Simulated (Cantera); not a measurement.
Input (Python, Cantera):

```python
import numpy as np
import cantera as ct

surf = ct.Interface("diamond.yaml", "diamond_100")
gas, bulk = surf.adjacent["gas"], surf.adjacent["diamond"]
k = surf.kinetics_species_index(bulk.species_names[0])
cover = ["c6HH", "c6H*", "c6*H", "c6**", "c6HM", "c6B"]

rows, drift = [], 0.0
print(f"{'xH':>10s}{'um/h':>11s}" + "".join(f"{s:>11s}" for s in cover))
for v in [0.0001, 0.00022, 0.00049, 0.0011, 0.0024, 0.0054, 0.012, 0.027, 0.06]:
    T, P, xH, xCH3 = 1073, 6000, v, 0.00024
    gas.TPX = T, P, {"H": xH, "CH3": xCH3, "CH4": 0.023, "H2": 1 - xH - xCH3 - 0.023}
    surf.TP = bulk.TP = T, P
    surf.coverages = "c6H*:0.1, c6HH:0.9"
    surf.advance_coverages(100.0)
    before = surf.coverages
    surf.advance_coverages(100.0)
    drift = max(drift, np.max(np.abs(surf.coverages - before) / (surf.coverages + 1e-9)))
    rate = surf.net_production_rates[k] * bulk.mean_molecular_weight / bulk.density * 3.6e9
    rows.append([rate, *surf[cover].coverages])
    print(f"{v:10.4g}{rate:11.4e}" + "".join(f"{x:11.3e}" for x in rows[-1][1:]))
```

Output:

```
        xH       um/h       c6HH       c6H*       c6*H       c6**       c6HM        c6B
    0.0001 7.1015e-01  5.517e-01  1.964e-02  3.319e-01  4.181e-03  6.032e-02  1.927e-09
   0.00022 1.5825e+00  5.172e-01  2.122e-02  3.586e-01  7.071e-03  6.326e-02  4.294e-09
   0.00049 3.1085e+00  5.047e-01  2.229e-02  3.767e-01  1.004e-02  5.755e-02  8.435e-09
    0.0011 5.1809e+00  5.070e-01  2.322e-02  3.924e-01  1.244e-02  4.361e-02  1.406e-08
    0.0024 7.1596e+00  5.150e-01  2.402e-02  4.055e-01  1.401e-02  2.792e-02  1.943e-08
    0.0054 8.6807e+00  5.228e-01  2.463e-02  4.152e-01  1.498e-02  1.513e-02  2.356e-08
     0.012 9.5671e+00  5.277e-01  2.505e-02  4.206e-01  1.550e-02  7.523e-03  2.596e-08
     0.027 1.0039e+01  5.303e-01  2.541e-02  4.233e-01  1.578e-02  3.512e-03  2.724e-08
      0.06 1.0282e+01  5.315e-01  2.592e-02  4.242e-01  1.597e-02  1.619e-03  2.790e-08
```

Cantera simulation using the Harris–Goodwin 1993 mechanism for the reconstructed diamond (100) surface; the numbers are that mechanism's predictions, not measurements.
